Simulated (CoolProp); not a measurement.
Toluene along the isotherm 620 K: Z from the reference equation and from simpler models built on Tc = 591.7 K, pc = 4126 kPa, ω = 0.266; each cubic takes its own stable root.

Computed with CoolProp (reference Helmholtz-energy equation of state, Lemmon 2006). It is a short technical equation, of lower accuracy than the large ones.

| p (kPa) | phase | reference | Redlich-Kwong | Soave-Redlich-Kwong | Peng-Robinson |
|---|---|---|---|---|---|
| 2290 | gas | 0.8048 | 0.8143 | 0.8200 | 0.8014 |
| 4580 | supercritical | 0.5294 | 0.5309 | 0.5607 | 0.5313 |
| 6880 | supercritical | 0.2960 | 0.3499 | 0.3686 | 0.3385 |
| 9170 | supercritical | 0.3443 | 0.4007 | 0.4123 | 0.3748 |
| 11500 | supercritical | 0.4046 | 0.4627 | 0.4724 | 0.4278 |
| 13800 | supercritical | 0.4655 | 0.5252 | 0.5340 | 0.4826 |
| 16000 | supercritical | 0.5235 | 0.5848 | 0.5930 | 0.5353 |
| 18300 | supercritical | 0.5836 | 0.6463 | 0.6542 | 0.5901 |
| 20600 | supercritical | 0.6430 | 0.7071 | 0.7147 | 0.6444 |
